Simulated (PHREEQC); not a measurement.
# Copper plating or etch bath

Make-up at 20 °C: 1.1 mmol/kgw CuSO4 and 23 mmol/kgw H2SO4. Closed to the air; pH follows from the charge balance.

Model: ion-association model, wateq4f.dat, run in PHREEQC.

- pH = 1.56
- ionic strength = 0.0443 mol/kgw
- total alkalinity = -46.0 meq/kg

```
species  molality  activity   log γ
-------  --------  --------  ------
H+         0.0321    0.0276  -0.066
HSO4-      0.0138    0.0115  -0.081
SO4-2     0.00990   0.00476  -0.318
Cu+2     0.000751  0.000376  -0.301
CuSO4    0.000349  0.000352   0.004
```

This is a speciation only: nothing precipitates in the calculation. Complexes and solids missing from the database can't appear.
